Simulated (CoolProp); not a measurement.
Vapour-liquid equilibrium of R22 (1) + R113 (2) at 0.137 MPa; x and y are mole fractions of (1).

Values from CoolProp's multi-fluid Helmholtz-energy mixture model, Kamei 1995 and Marx 1992; pair parameters Bell 2016.

| x | bubble temperature, mixture model (K) | bubble temperature, Raoult's law (K) | y, mixture model | y, Raoult's law |
|---|---|---|---|---|
| 0.05 | 309.3 | 309.9 | 0.512 | 0.517 |
| 0.2 | 274.3 | 279.3 | 0.901 | 0.883 |
| 0.35 | 259.4 | 264.6 | ? | 0.954 |
| 0.5 | 251.6 | 255.5 | ? | 0.978 |
| 0.65 | 246.9 | 249.0 | ? | 0.990 |
| 0.8 | ? | 244.1 | 0.993 | 0.996 |
| 0.95 | 240.1 | 240.1 | ? | 0.999 |

Task: Fill in the missing entries.

Result: 
- 0.35, y, mixture model: 0.961
- 0.5, y, mixture model: 0.979
- 0.65, y, mixture model: 0.988
- 0.8, bubble temperature, mixture model (K): 243.4
- 0.95, y, mixture model: 0.998

The largest gap from Raoult's law is -5.2 K in bubble temperature, at x = 0.35. No azeotrope shows between x = 0.05 and 0.95.

The pair parameters rest on a limited set of measurements; away from them the model extrapolates.
